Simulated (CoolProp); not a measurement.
Saturation properties of ammonia (Tc = 405.6 K, pc = 11360 kPa, ω = 0.256).

The numbers come from the reference Helmholtz-energy equation of state, Gao 2020 in CoolProp.

| T (K) | p (kPa) | liquid density (kg/m³) | vapour density (kg/m³) | vapour viscosity (µPa s) | liquid conductivity (mW/(m K)) |
|---|---|---|---|---|---|
| 210.8 | 18.67 | ? | 0.1831 | 7.23 | 765 |
| 218.3 | 30.37 | 707.5 | ? | 7.44 | 738 |
| 225.8 | 47.61 | 698.6 | ? | ? | 712 |
| 233.3 | 72.21 | 689.6 | 0.6484 | 7.86 | ? |
| 240.8 | 106.3 | 680.4 | 0.9311 | 8.08 | 662 |
| 248.3 | 152.5 | 671.1 | 1.305 | 8.30 | 637 |
| 255.8 | ? | 661.6 | 1.788 | ? | 613 |
| 263.3 | 292.4 | 651.8 | 2.404 | 8.76 | 590 |
| 270.8 | 392.8 | 641.8 | 3.177 | 8.98 | 566 |

Fill in the missing entries.


- 210.8, liquid density (kg/m³): 716.2
- 218.3, vapour density (kg/m³): 0.2886
- 225.8, vapour density (kg/m³): 0.4394
- 225.8, vapour viscosity (µPa s): 7.65
- 233.3, liquid conductivity (mW/(m K)): 687
- 255.8, p (kPa): 213.5
- 255.8, vapour viscosity (µPa s): 8.53

It boils at 239.8 K under 1 atm.

Viscosity comes from a separate model (Fenghour 1995). Thermal conductivity comes from a separate model (Tufeu 1984).
